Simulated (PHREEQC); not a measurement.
# Leach liquor: speciation

Solution (25 °C): 0.37 mol/kgw H2SO4, 0.00013 mol/kgw CuSO4 and 0.031 mol/kgw Fe2(SO4)3. Closed to the air; pH follows from the charge balance.

All values are PHREEQC results (ion-association model, phreeqc.dat), not measurements.

```yaml
pH: 0.57
ionic_strength: 0.541 mol/kgw
activity_of_water: 0.986
density: 1.030 g/cm³
total_alkalinity: -864 meq/kg
```

| species | molality | activity | log γ |
|---|---|---|---|
| H+ | 0.355 | 0.271 | -0.118 |
| HSO4- | 0.349 | 0.257 | -0.133 |
| SO4-2 | 0.0491 | 0.00977 | -0.701 |
| FeHSO4+2 | 0.0353 | 0.0103 | -0.534 |
| FeSO4+ | 0.0210 | 0.0142 | -0.170 |
| Fe(SO4)2- | 0.00414 | 0.00304 | -0.133 |
| Fe+3 | 0.00154 | 0.000133 | -1.063 |
| Cu+2 | 9.09e-5 | 2.22e-5 | -0.612 |
| CuSO4 | 3.91e-5 | 4.42e-5 | 0.054 |

This is a speciation only: nothing precipitates in the calculation.
